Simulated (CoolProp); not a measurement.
The numbers come from the reference Helmholtz-energy equation of state, Lemmon 2006 in CoolProp. It is a short technical equation, of lower accuracy than the large ones.

Question: Give the vapour pressure (MPa), vapour Z, liquid viscosity (µPa s), liquid conductivity (mW/(m K)) of saturated C3F8 (R218) at 319.5 K.

Answer: 
| T (K) | p (MPa) | vapour Z | liquid viscosity (µPa s) | liquid conductivity (mW/(m K)) |
|---|---|---|---|---|
| 319.5 | 1.49 | 0.648 | 116 | 40.0 |

Viscosity comes from a separate model (Huber 2003), an estimate that may be off by 10 % or more. Thermal conductivity comes from a separate model (Huber 2003), an estimate that may be off by 10 % or more.
